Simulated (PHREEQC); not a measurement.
Dissolve 0.05 mol/kgw HF and 0.19 mol/kgw NaF at 20 °C. Closed to the air; pH follows from the charge balance.

Equilibrium calculation in PHREEQC: ion-association model, phreeqc.dat.

| quantity | before | after |
|---|---|---|
| pH | 3.69 | 2.48 |
| ionic strength (mol/kgw) | 0.181 | 0.469 |
| Na+ (mol/kgw) | 0.181 | 0.332 |
| F- (mol/kgw) | 0.163 | 0.0128 |
| HF (mol/kgw) | 0.0312 | 0.0332 |
| HF2- (mol/kgw) | 0.0186 | 0.00152 |

Task: What was changed between the two runs?
A. diluted 5-fold with water
B. temperature from 20 to 35 °C
C. NaF replaced by Na2SO4 at the same molality
D. NaF from 0.19 to 0.285 mol/kgw

Result: C, NaF replaced by Na2SO4 at the same molality

Precipitation was switched off in this run.
